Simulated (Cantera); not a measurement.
A Cantera script and what it prints.

```python
import numpy as np
import cantera as ct

gas_names = """
    C CO CO2 C2 C2O C3 C3O2 C4 C5 Mg MgO Mg2 O O2 O3
""".split()
cond_names = """
    C(gr) Mg(cr) Mg(L) MgCO3(s) MgO(s) MgO(L)
""".split()


# ... load() reads the species with a 1 bar reference pressure and builds the phases ...
atoms = {
    'MgO': {'Mg': 1, 'O': 1},
    'CO': {'C': 1, 'O': 1},
}
top_T = {'C(gr)': 4500}  # K; cautious upper limits of use, not melting points


# ... equilibrate(T, P, feed) seeds the gas with the atoms and calls Mixture.equilibrate('TP', solver="vcs", rtol=1e-11, max_steps=5000) ...
results = []
feed = {'MgO': 1, 'CO': 2.4}  # mol
P = 890  # Pa
for T in [973, 1123, 1273, 1423, 1573, 1723, 1873, 2023, 2173, 2323, 2473]:
    mix = equilibrate(T, P, feed)
    results.append((T, P, feed, dict(zip(mix.species_names, mix.species_moles))))
    x = sorted(zip(gas.X, gas.species_names), reverse=True)
    print(f"T = {T:g} K  P = {P:g} Pa  gas = {mix.phase_moles(0):.4g} mol")
    print("   x: " + "  ".join(f"{s} {v:.3e}" for v, s in x if v > 1e-06))
    print("   condensed (mol): " + ("  ".join(f"{mix.phase(i).name} {mix.phase_moles(i):.4g}"
          for i in range(1, mix.n_phases) if mix.phase_moles(i) > 1e-12) or "none"))
```

It prints:

```
T = 973 K  P = 890 Pa  gas = 2.379 mol
   x: CO 9.912e-01  CO2 8.771e-03
   condensed (mol): C(gr) 0.02087  MgO(s) 1
T = 1123 K  P = 890 Pa  gas = 2.399 mol
   x: CO 9.995e-01  CO2 5.368e-04
   condensed (mol): C(gr) 0.001288  MgO(s) 1
T = 1273 K  P = 890 Pa  gas = 2.4 mol
   x: CO 9.999e-01  CO2 6.396e-05  Mg 1.018e-06
   condensed (mol): C(gr) 0.000151  MgO(s) 1
T = 1423 K  P = 890 Pa  gas = 2.4 mol
   x: CO 9.998e-01  CO2 7.792e-05  Mg 7.792e-05
   condensed (mol): MgO(s) 0.9998
T = 1573 K  P = 890 Pa  gas = 2.401 mol
   x: CO 9.990e-01  Mg 4.853e-04  CO2 4.853e-04
   condensed (mol): MgO(s) 0.9988
T = 1723 K  P = 890 Pa  gas = 2.405 mol
   x: CO 9.956e-01  Mg 2.184e-03  CO2 2.184e-03
   condensed (mol): MgO(s) 0.9947
T = 1873 K  P = 890 Pa  gas = 2.419 mol
   x: CO 9.847e-01  Mg 7.662e-03  CO2 7.662e-03
   condensed (mol): MgO(s) 0.9815
T = 2023 K  P = 890 Pa  gas = 2.454 mol
   x: CO 9.560e-01  Mg 2.201e-02  CO2 2.200e-02  MgO 3.628e-06  O 3.295e-06
   condensed (mol): MgO(s) 0.946
T = 2173 K  P = 890 Pa  gas = 2.536 mol
   x: CO 8.932e-01  Mg 5.336e-02  CO2 5.327e-02  O 7.604e-05  MgO 5.291e-05  O2 9.957e-06
   condensed (mol): MgO(s) 0.8646
T = 2323 K  P = 890 Pa  gas = 2.707 mol
   x: CO 7.771e-01  Mg 1.114e-01  CO2 1.094e-01  O 1.203e-03  MgO 5.424e-04  O2 4.005e-04
   condensed (mol): MgO(s) 0.697
T = 2473 K  P = 890 Pa  gas = 3.152 mol
   x: CO 5.854e-01  Mg 2.104e-01  CO2 1.761e-01  O 1.365e-02  O2 1.034e-02  MgO 4.166e-03
   condensed (mol): MgO(s) 0.3237
```

Equilibrium computed with Cantera from the NASA thermochemical tables; the gas is ideal and each condensed phase is pure.
